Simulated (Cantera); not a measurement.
Feed: 1 mol Si, 4.9 mol NF3, held at 1573 K and 10.0 mbar.

These are equilibrium values from Cantera (NASA tables, ideal gas, pure condensed phases), not measurements of a reactor. Candidate condensed phases: Si, Si3N4; 16 gas species. Kinetics and transport are ignored.

Base state: F 0.756, N2 0.173, SiF4 0.0707, F2 0.000412 (mole fractions); condensed: gas only.

### Question
What changes in the equilibrium state with this change: 0.48 mol H2S added?

### Answer
```
species  before    after
-------  ------  -------
F         0.756    0.615
N2        0.173    0.193
SiF4     0.0707   0.0787
HF            0   0.0756
SF4           0   0.0344
SF6           0  0.00148
SF3           0  0.00143
```
The tables' values for SF3, SF5 are old estimates; treat these amounts as uncertain. Further candidate phases: S.

### Question
What changes in the equilibrium state with this change: temperature from 1573 K to 1273.15 K?

### Answer
```tsv
species	before	after
F	0.756	0.746
N2	0.173	0.175
SiF4	0.0707	0.0712
F2	0.000412	0.00809
```
